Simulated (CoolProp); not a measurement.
Vapour-liquid equilibrium of n-butane (1) + trans-2-butene (2) at 43.65 °C; x and y are mole fractions of (1).

Values from CoolProp's multi-fluid Helmholtz-energy mixture model, Bücker 2006 and Lemmon 2005; pair parameters Bell 2016.

Problem. Give the bubble pressure and the first vapour's composition at x = 0.05, 0.35, 0.8. Is there an azeotrope?

Solution. x = 0.05: 0.4081 MPa, y = 0.054; x = 0.35: 0.4164 MPa, y = 0.359; x = 0.8: 0.4194 MPa, y = 0.799. y crosses x between x = 0.65 and 0.8: the model has an azeotrope there.

The pair parameters rest on a limited set of measurements; away from them the model extrapolates.
